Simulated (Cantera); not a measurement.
**Thermodynamics of boron, boron nitride and boron oxide, feed B2H6 + O2 + N2 + H2**

Feed: 1 mol B2H6, 9.5 mol O2, 110 mol N2, 75 mol H2, equilibrated at 775 K and 1.33 mbar.

These are equilibrium values from Cantera (NASA tables, ideal gas, pure condensed phases), not measurements of a reactor. Candidate condensed phases: B, BN, B2O3, B3O3H3, H2O; 39 gas species. The feed counts by its element totals alone. Gases not in the tables: H3BO3. Equilibrium is a limit: real reactors are often held back by kinetics, nucleation or transport.

```
Quantity                                 Result
------------------------------------  ---------
x(N2)                                     0.585
x(H2)                                     0.330
x(H2O)                                   0.0850
x((HBO2)3)                             0.000101
n(B2O3(l))                            0.972 mol
gas amount                            188.0 mol
log10 activity of B(s) (absent)          -14.42
log10 activity of B3O3H3(s) (absent)     -25.08
```
